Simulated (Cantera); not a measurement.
A Cantera script and its output.

```python
import numpy as np
import cantera as ct

surf = ct.Interface("diamond.yaml", "diamond_100")
gas, bulk = surf.adjacent["gas"], surf.adjacent["diamond"]
k = surf.kinetics_species_index(bulk.species_names[0])
cover = ["c6HH", "c6H*", "c6*H", "c6**", "c6HM", "c6B"]

rows, drift = [], 0.0
print(f"{'xH':>10s}{'um/h':>11s}" + "".join(f"{s:>11s}" for s in cover))
for v in [0.0001, 0.00024, 0.00057, 0.0014, 0.0033, 0.0079, 0.019, 0.045, 0.11]:
    T, P, xH, xCH3 = 1198, 15000, v, 0.00074
    gas.TPX = T, P, {"H": xH, "CH3": xCH3, "CH4": 0.013, "H2": 1 - xH - xCH3 - 0.013}
    surf.TP = bulk.TP = T, P
    surf.coverages = "c6H*:0.1, c6HH:0.9"
    surf.advance_coverages(100.0)
    before = surf.coverages
    surf.advance_coverages(100.0)
    drift = max(drift, np.max(np.abs(surf.coverages - before) / (surf.coverages + 1e-9)))
    rate = surf.net_production_rates[k] * bulk.mean_molecular_weight / bulk.density * 3.6e9
    rows.append([rate, *surf[cover].coverages])
    print(f"{v:10.4g}{rate:11.4e}" + "".join(f"{x:11.3e}" for x in rows[-1][1:]))
```

Result:

```
        xH       um/h       c6HH       c6H*       c6*H       c6**       c6HM        c6B
    0.0001 2.0591e+00  5.927e-01  2.604e-02  3.346e-01  3.560e-03  2.023e-02  5.588e-09
   0.00024 5.7552e+00  5.067e-01  3.124e-02  4.015e-01  8.222e-03  2.577e-02  1.562e-08
   0.00057 1.3591e+01  4.590e-01  3.400e-02  4.368e-01  1.465e-02  2.915e-02  3.688e-08
    0.0014 2.8953e+01  4.366e-01  3.547e-02  4.553e-01  2.114e-02  2.857e-02  7.856e-08
    0.0033 5.1463e+01  4.303e-01  3.645e-02  4.671e-01  2.560e-02  2.324e-02  1.396e-07
    0.0079 7.7403e+01  4.313e-01  3.738e-02  4.769e-01  2.837e-02  1.521e-02  2.100e-07
     0.019 9.8409e+01  4.340e-01  3.830e-02  4.838e-01  2.994e-02  8.193e-03  2.670e-07
     0.045 1.1119e+02  4.359e-01  3.946e-02  4.871e-01  3.087e-02  3.940e-03  3.017e-07
      0.11 1.1888e+02  4.368e-01  4.167e-02  4.868e-01  3.173e-02  1.729e-03  3.226e-07
```

Model: the Harris–Goodwin 1993 mechanism for the reconstructed diamond (100) surface, integrated in Cantera.
